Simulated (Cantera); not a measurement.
A Cantera script and its output.

```python
import numpy as np
import cantera as ct

gas = ct.Solution("gri30.yaml")
gas.TPX = 1348, 1000000, {'CH4': 1, 'O2': 1.67, 'N2': 7.33}
reactor = ct.IdealGasConstPressureReactor(gas, energy="on", clone=False)
net = ct.ReactorNet([reactor])
net.rtol, net.atol = 1e-08, 1e-16
show = ['CH4', 'O2', 'NO', 'O', 'C2H4', 'HO2', 'H2']
times = np.geomspace(1e-06, 0.8, 15)

steps = ct.SolutionArray(gas, extra=["t"])
rows = []
print(f"{'t/s':>10s}{'T/K':>9s}{'P/Pa':>11s}" + "".join(f"{s:>11s}" for s in show))
for t in times:
    while net.time < t:
        t_next = net.step()
        steps.append(gas.state, t=t_next)
    rows.append([np.interp(t, steps.t, y) for y in (steps.T, steps.P, *steps(*show).X.T)])
    print(f"{t:10.3e}{rows[-1][0]:9.1f}{rows[-1][1]:11.4g}" + "".join(f"{x:11.3e}" for x in rows[-1][2:]))
rate = np.gradient(steps.T, steps.t)
print("integrator steps:", len(steps.t))
if steps.T.max() > steps.T[0] + 200:
    print(f"time of steepest temperature rise: {steps.t[rate.argmax()]:.4e} s")
gas.TPX = 1348, 1000000, {'CH4': 1, 'O2': 1.67, 'N2': 7.33}
gas.equilibrate("HP")
print(f"equilibrium (HP): T = {gas.T:.1f} K  " + "  ".join(f"{s} {gas[s].X[0]:.3e}" for s in show))
```

It prints:

```
       t/s      T/K       P/Pa        CH4         O2         NO          O       C2H4        HO2         H2
 1.000e-06   1348.0      1e+06  1.000e-01  1.670e-01  5.985e-19  1.064e-10  4.453e-14  9.123e-08  2.652e-09
 2.640e-06   1348.0      1e+06  1.000e-01  1.670e-01  2.543e-18  1.883e-10  1.249e-12  2.361e-07  8.308e-09
 6.971e-06   1348.0      1e+06  1.000e-01  1.670e-01  1.350e-17  4.428e-10  3.210e-11  5.908e-07  3.097e-08
 1.841e-05   1348.0      1e+06  1.000e-01  1.670e-01  9.826e-17  1.435e-09  9.997e-10  1.344e-06  1.674e-07
 4.860e-05   1348.0      1e+06  9.998e-02  1.670e-01  1.007e-15  5.796e-09  4.325e-08  2.287e-06  1.506e-06
 1.283e-04   1348.4      1e+06  9.987e-02  1.669e-01  8.949e-15  1.301e-08  9.654e-07  3.088e-06  1.267e-05
 3.388e-04   1350.6      1e+06  9.934e-02  1.666e-01  5.619e-14  2.350e-08  8.843e-06  6.793e-06  7.998e-05
 8.944e-04   1383.7      1e+06  9.302e-02  1.619e-01  2.608e-12  2.037e-07  3.151e-04  4.364e-05  1.427e-03
 2.362e-03   2747.8      1e+06  4.631e-13  1.542e-03  2.695e-03  5.502e-04  4.171e-20  1.466e-06  2.354e-02
 6.235e-03   2747.5      1e+06  4.652e-13  1.534e-03  2.764e-03  5.480e-04  4.196e-20  1.459e-06  2.356e-02
 1.646e-02   2747.5      1e+06  4.652e-13  1.534e-03  2.764e-03  5.480e-04  4.196e-20  1.459e-06  2.356e-02
 4.347e-02   2747.5      1e+06  4.652e-13  1.534e-03  2.764e-03  5.480e-04  4.196e-20  1.459e-06  2.356e-02
 1.148e-01   2747.5      1e+06  4.652e-13  1.534e-03  2.764e-03  5.480e-04  4.196e-20  1.459e-06  2.356e-02
 3.030e-01   2747.5      1e+06  4.652e-13  1.534e-03  2.764e-03  5.480e-04  4.196e-20  1.459e-06  2.356e-02
 8.000e-01   2747.5      1e+06  4.652e-13  1.534e-03  2.764e-03  5.480e-04  4.196e-20  1.459e-06  2.356e-02
integrator steps: 2213
time of steepest temperature rise: 1.1011e-03 s
equilibrium (HP): T = 2747.5 K  CH4 5.486e-13  O2 1.534e-03  NO 2.764e-03  O 5.480e-04  C2H4 4.526e-20  HO2 1.459e-06  H2 2.356e-02
```

Computed with Cantera and GRI-Mech 3.0 (53 species, 325 reactions).
